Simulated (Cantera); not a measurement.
Charge: 1 mol B₂H₆, 45 mol N₂, 12 mol NH₃, held at 100000 Pa.

Method: chemical equilibrium by Gibbs-energy minimisation in Cantera with the NASA 1993 tables (ideal gas, pure condensed phases). Candidate condensed phases: B, BN; 15 gas species. The feed counts by its element totals alone. The numbers say what is thermodynamically allowed, not how fast it happens. All values below are at 1025 °C.

Base state: N₂ 0.704, H₂ 0.296, NH₃ 1.69e-5 (mole fractions); condensed: BN(s).

Question: What changes in the equilibrium state with this change: NH₃ from 12 to 2.6 mol?

Answer: 
```
species      before    after
----------  -------  -------
N₂            0.704    0.868
H₂            0.296    0.132
NH₃         1.69e-5  5.60e-6
BN(s), mol     2.00     2.00
```
